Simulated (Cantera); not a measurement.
**Stirred combustor or abatement burner**

A perfectly stirred reactor is fed with 7.34 % CH4, 0.807 % C2H6, 9.68 % O2, 77.8 % N2, 4.40 % CO2, at 15.0 bar; it is adiabatic with a 775 K inlet, and is followed from long to short residence time, starting on the burning branch (τ in s: 0.16, 0.068, 0.03, 0.013, 0.0057, 0.0025, 0.0011, 0.00047, 0.00021, 9e-05, 3.9e-05).

Model: GRI-Mech 3.0 (53 species, 325 reactions), integrated in Cantera. The pressure lies above the range GRI-Mech 3.0 was tuned for (to about 10 atm).

| τ (s) | T (K) | x CH4 | x C2H6 | x O2 | x N2O | x C2H2 | x CH2CO |
|---|---|---|---|---|---|---|---|
| 0.16 | 1607 | 0.0123 | 3.34e-5 | 0.000740 | 4.13e-9 | 0.00451 | 2.85e-5 |
| 0.068 | 1608 | 0.0138 | 6.05e-5 | 0.00141 | 8.59e-9 | 0.00435 | 5.10e-5 |
| 0.030 | 1603 | 0.0150 | 0.000107 | 0.00249 | 1.72e-8 | 0.00393 | 8.92e-5 |
| 0.013 | 1588 | 0.0163 | 0.000192 | 0.00432 | 3.48e-8 | 0.00324 | 0.000160 |
| 0.0057 | 1560 | 0.0178 | 0.000350 | 0.00745 | 6.81e-8 | 0.00231 | 0.000289 |
| 0.0025 | 1498 | 0.0212 | 0.000702 | 0.0143 | 1.26e-7 | 0.00111 | 0.000543 |
| 0.0011 | 775 | 0.0734 | 0.00807 | 0.0968 | <1e-12 | <1e-12 | <1e-12 |
| 0.00047 | 775 | 0.0734 | 0.00807 | 0.0968 | <1e-12 | <1e-12 | <1e-12 |
| 0.00021 | 775 | 0.0734 | 0.00807 | 0.0968 | <1e-12 | <1e-12 | <1e-12 |
| 9.0e-5 | 775 | 0.0734 | 0.00807 | 0.0968 | <1e-12 | <1e-12 | <1e-12 |
| 3.9e-5 | 775 | 0.0734 | 0.00807 | 0.0968 | <1e-12 | <1e-12 | <1e-12 |
x: mole fraction; the columns are a selection and need not sum to one.
